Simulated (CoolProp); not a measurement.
A Linde-Hampson liquefier for nitrogen: isothermal reversible compression at 300 K from 1 atm to 10 MPa, throttling to 1 atm, return gas leaving the recuperator 5 K below the feed. Each further row changes one setting.

Computed with CoolProp (reference Helmholtz-energy equation of state, Span 2000).

```tsv
case	liquid yield per pass	compression work (kJ/kg of gas)
as stated	___	408
high pressure 20 MPa	___	___
warm-end temperature 330 K	___	___
warm-end gap 10 K	0.021	408
```

Question: Complete the blanks.

Answer: 
- as stated, liquid yield per pass: 0.033
- high pressure 20 MPa, liquid yield per pass: 0.063
- high pressure 20 MPa, compression work (kJ/kg of gas): 472
- warm-end temperature 330 K, liquid yield per pass: 0.022
- warm-end temperature 330 K, compression work (kJ/kg of gas): 451
